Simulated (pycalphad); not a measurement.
Computed with pycalphad from the COST 507 light-alloy database (1999), at 1 atm. The data set is of 1999 and partly superseded. Phase fractions are per mole of atoms. Kinetics are ignored, which matters at the lower temperatures.

Question: Give the equilibrium state of Ti-33.33Hf-1.652B (wt.%) at 1750 K.

Answer: bcc, fraction 0.824, with 35.8 Hf, 0.04 B wt.%; BM, fraction 0.176, with 9.2 Hf, 17.2 B wt.%.

Question: Give the equilibrium state of Ti-33.33Hf-1.652B (wt.%) at 850 K.

Answer: hcp, fraction 0.821, with 36.3 Hf, 0.01 B wt.%; BM, fraction 0.179, with 3.6 Hf, 17.9 B wt.%.

Database names, with the compositions (at.%) that they take in these runs: BM: Ti 48-50 B 50 Hf 0-2.
